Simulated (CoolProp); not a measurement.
Vapour-liquid equilibrium of acetone (1) + benzene (2) at 396.6 K; x and y are mole fractions of (1).

The numbers come from the multi-fluid Helmholtz-energy mixture model, Lemmon 2006 and Thol 2012; pair parameters Bell 2016 in CoolProp.

```csv
x,bubble pressure (bar),y at the bubble point,dew pressure at overall composition x (bar),liquid density (mol/L)
0.05,3.506,0.111,3.366,9.825
0.125,3.848,0.243,3.541,9.916
0.2,4.157,0.348,3.732,10.01
0.275,4.441,0.436,3.939,10.11
0.35,4.704,0.513,4.162,10.22
0.425,4.951,0.581,4.403,10.33
0.5,5.184,0.643,4.659,10.44
0.575,5.407,0.701,4.929,10.56
0.65,5.621,0.757,5.210,10.69
0.725,5.828,0.810,5.498,10.83
0.8,6.029,0.863,5.788,10.97
0.875,6.225,0.914,6.076,11.12
0.95,6.416,0.966,6.358,11.27
```

No azeotrope shows between x = 0.05 and 0.95.

The pair parameters rest on a limited set of measurements; away from them the model extrapolates.
